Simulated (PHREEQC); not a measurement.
Dissolve 0.0279 mol/kgw Cu(NO3)2, 0.00041 mol/kgw HNO3 and 0.012 mol/kgw FeCl3 at 33 °C. Closed to the air; pH follows from the charge balance.

Computed with PHREEQC (ion-association model, wateq4f.dat).

The pH comes out as 2.23. The ionic strength is 0.142 mol/kgw and the total alkalinity is -24.4 meq/kg.

```
species     molality  activity   log γ
----------  --------  --------  ------
NO3-          0.0562    0.0405  -0.142
Cl-           0.0330    0.0243  -0.134
Cu+2          0.0267   0.00952  -0.447
H+           0.00721   0.00583  -0.092
Fe+3         0.00378  0.000561  -0.829
FeOH+2       0.00297  0.000980  -0.481
FeCl+2       0.00160  0.000526  -0.481
Fe2(OH)2+4   0.00154   1.87e-5  -1.914
CuCl+        0.00123  0.000911  -0.130
Fe3(OH)4+5  0.000140   1.42e-7  -2.991
Fe(OH)2+     9.76e-5   7.46e-5  -0.117
FeCl2+       5.87e-5   4.46e-5  -0.120
```

This is a speciation only: nothing precipitates in the calculation. Examples of supersaturated solids here: Hematite (slow to form), Goethite (slow to form). Others may be too.
